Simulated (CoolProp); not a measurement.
Vapour-liquid equilibrium of ammonia (1) + n-butane (2) at 62.15 °C; x and y are mole fractions of (1).

The numbers come from the multi-fluid Helmholtz-energy mixture model, Gao 2020 and Bücker 2006; pair parameters Bell 2016 in CoolProp.

| x | bubble pressure, mixture model (kPa) | bubble pressure, Raoult's law (kPa) | y, mixture model | y, Raoult's law |
|---|---|---|---|---|
| 0.05 | 1122 | 776.6 | 0.374 | 0.177 |
| 0.2 | 2209 | 1089 | 0.670 | 0.506 |
| 0.35 | 2784 | 1401 | ___ | 0.688 |
| 0.5 | ___ | 1713 | 0.764 | 0.804 |
| 0.65 | 3092 | 2026 | ___ | 0.884 |
| 0.8 | 3127 | 2338 | 0.803 | 0.942 |
| 0.95 | ___ | 2650 | 0.902 | 0.987 |

Task: What belongs in the gaps?

Result: 
- 0.35, y, mixture model: 0.738
- 0.5, bubble pressure, mixture model (kPa): 3007
- 0.65, y, mixture model: 0.780
- 0.95, bubble pressure, mixture model (kPa): 2978

The largest gap from Raoult's law is +102.8 % in bubble pressure, at x = 0.2. y crosses x between x = 0.8 and 0.95: the model has an azeotrope there.

Pair parameters are fitted to limited data, so mixtures are less certain than the pure fluids. With so large a gap from Raoult's law the liquid may split in two, which this calculation doesn't test in full.
